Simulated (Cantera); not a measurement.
Feed: 1 mol CH3F, 1.3 mol H2, 0.35 mol HCl, held at 0.133 bar.

Equilibrium computed with Cantera from the NASA thermochemical tables; the gas is ideal and each condensed phase is pure. Candidate condensed phases: C, C6H6, C7H8, C8H18; 118 gas species. Rates play no part.

x: gas mole fraction; n: condensed amount in mol.

```
T (K)   x H2   x HF   x HCl       x H  x CH4  x C2H2 (acetylene)  n C(graphite)
-----  -----  -----  ------  --------  -----  ------------------  -------------
998    0.623  0.275  0.0964   4.65e-9    ___            6.74e-10          0.982
1098   0.628  0.274  0.0961   5.37e-8    ___             7.99e-9          0.993
1198   0.629  0.274  0.0960   4.13e-7    ___             6.22e-8          0.997
1298   0.630  0.274  0.0959   2.33e-6    ___             3.51e-7          0.998
1398   0.630  0.274  0.0959   1.03e-5    ___             1.54e-6          0.999
1498   0.630  0.274  0.0959   3.74e-5    ___             5.55e-6          0.999
1598   0.630  0.274  0.0959  0.000116    ___             1.70e-5          1.000
1698   0.630  0.274  0.0958  0.000314    ___             4.54e-5          0.999
1798   0.629  0.274  0.0958  0.000765    ___            0.000109          0.999
1898   0.629  0.274  0.0956   0.00170    ___            0.000236          0.998
1998   0.627  0.273  0.0953   0.00348    ___            0.000475          0.996
2098   0.624  0.273  0.0948   0.00666    ___            0.000891          0.993
2198   0.619  0.272  0.0939    0.0120    ___             0.00157          0.988
```

Question: Fill in the missing entries.

Answer: 
- 998, x CH4: 0.00505
- 1098, x CH4: 0.00192
- 1198, x CH4: 0.000846
- 1298, x CH4: 0.000421
- 1398, x CH4: 0.000231
- 1498, x CH4: 0.000137
- 1598, x CH4: 8.71e-5
- 1698, x CH4: 5.84e-5
- 1798, x CH4: 4.09e-5
- 1898, x CH4: 2.98e-5
- 1998, x CH4: 2.24e-5
- 2098, x CH4: 1.72e-5
- 2198, x CH4: 1.35e-5
